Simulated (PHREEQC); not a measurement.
Na2CO3 is added in steps, without added water, to 1 kg of water holding 0.0086 mol/kgw HF, at 80 °C. Oxygen is held at 0.21 atm. The system is closed to CO2. Only these solids could form: Nahcolite, Natron.

Base run: PHREEQC, ion-association model, wateq4f.dat. Each further column changes one thing. The table gives pH.

```json
[
 {"Na2CO3 added (mol)": "0", "base": "2.89", "HF replaced by NH4HF2 at the same molality": "3.63", "diluted 10-fold with water": "3.47", "no solid may form": "2.89"},
 {"Na2CO3 added (mol)": "0.00255", "base": "3.81", "HF replaced by NH4HF2 at the same molality": "4.21", "diluted 10-fold with water": "9.50", "no solid may form": "3.81"},
 {"Na2CO3 added (mol)": "0.00595", "base": "6.38", "HF replaced by NH4HF2 at the same molality": "6.31", "diluted 10-fold with water": "9.77", "no solid may form": "6.38"},
 {"Na2CO3 added (mol)": "0.0085", "base": "7.76", "HF replaced by NH4HF2 at the same molality": "7.05", "diluted 10-fold with water": "9.85", "no solid may form": "7.76"},
 {"Na2CO3 added (mol)": "0.01105", "base": "8.85", "HF replaced by NH4HF2 at the same molality": "7.59", "diluted 10-fold with water": "9.90", "no solid may form": "8.85"},
 {"Na2CO3 added (mol)": "0.01445", "base": "9.16", "HF replaced by NH4HF2 at the same molality": "8.10", "diluted 10-fold with water": "9.94", "no solid may form": "9.16"},
 {"Na2CO3 added (mol)": "0.017", "base": "9.27", "HF replaced by NH4HF2 at the same molality": "8.40", "diluted 10-fold with water": "9.96", "no solid may form": "9.27"}
]
```

Constants without temperature data keep their 25 °C values here.
